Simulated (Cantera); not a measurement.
Feed: 1 mol TEOS, 0.88 mol O₃, 0.29 mol H₂, held at 0.100 bar.

Method: chemical equilibrium by Gibbs-energy minimisation in Cantera with the NASA 1993 tables (ideal gas, pure condensed phases). Candidate condensed phases: C, C₆H₆, C₇H₈, C₈H₁₈, H₂O, Si, SiC, SiO₂; 123 gas species. The feed counts by its element totals alone. The tables hold silica as quartz up to 1696 K and as liquid above; real silica turns to tridymite and cristobalite and melts near 1996 K. Kinetics and transport are ignored.

Question: Which condensed phases are stable at each of these points (T (K)): 875, 950, 1025, 1100, 1175, 1250, 1325, 1400, 1475, 1550, 1625, 1700?

Answer: 
```json
[
 {"T (K)": "875", "condensed phases": "C(graphite) + SiO₂(β-quartz)", "Si condensed (%)": "100.0"},
 {"T (K)": "950", "condensed phases": "C(graphite) + SiO₂(β-quartz)", "Si condensed (%)": "100.0"},
 {"T (K)": "1025", "condensed phases": "C(graphite) + SiO₂(β-quartz)", "Si condensed (%)": "100.0"},
 {"T (K)": "1100", "condensed phases": "C(graphite) + SiO₂(β-quartz)", "Si condensed (%)": "100.0"},
 {"T (K)": "1175", "condensed phases": "C(graphite) + SiO₂(β-quartz)", "Si condensed (%)": "100.0"},
 {"T (K)": "1250", "condensed phases": "C(graphite) + SiO₂(β-quartz)", "Si condensed (%)": "100.0"},
 {"T (K)": "1325", "condensed phases": "C(graphite) + SiO₂(β-quartz)", "Si condensed (%)": "100.0"},
 {"T (K)": "1400", "condensed phases": "C(graphite) + SiO₂(β-quartz)", "Si condensed (%)": "100.0"},
 {"T (K)": "1475", "condensed phases": "C(graphite) + SiO₂(β-quartz)", "Si condensed (%)": "99.8"},
 {"T (K)": "1550", "condensed phases": "C(graphite) + SiC(s)", "Si condensed (%)": "98.4"},
 {"T (K)": "1625", "condensed phases": "C(graphite) + SiC(s)", "Si condensed (%)": "97.9"},
 {"T (K)": "1700", "condensed phases": "C(graphite) + SiC(s)", "Si condensed (%)": "97.3"}
]
```

From 875 K to 1475 K the condensed part is C(graphite) + SiO₂(β-quartz). From 1550 K to 1700 K the condensed part is C(graphite) + SiC(s).
